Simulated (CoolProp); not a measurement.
Vapour-liquid equilibrium of cyclohexane (1) + m-xylene (2) at 464.7 K; x and y are mole fractions of (1).

Computed with CoolProp (multi-fluid Helmholtz-energy mixture model, Zhou 2014 and Zhou 2012; pair parameters Bell 2016).

Task: Give the bubble pressure and the first vapour's composition at x = 0.35, 0.65, 0.75. Is there an azeotrope?

Result: x = 0.35: 0.6603 MPa, y = 0.617; x = 0.65: 0.9000 MPa, y = 0.826; x = 0.75: 0.9771 MPa, y = 0.878. No azeotrope shows between x = 0.05 and 0.95.

The pair parameters rest on a limited set of measurements; away from them the model extrapolates.
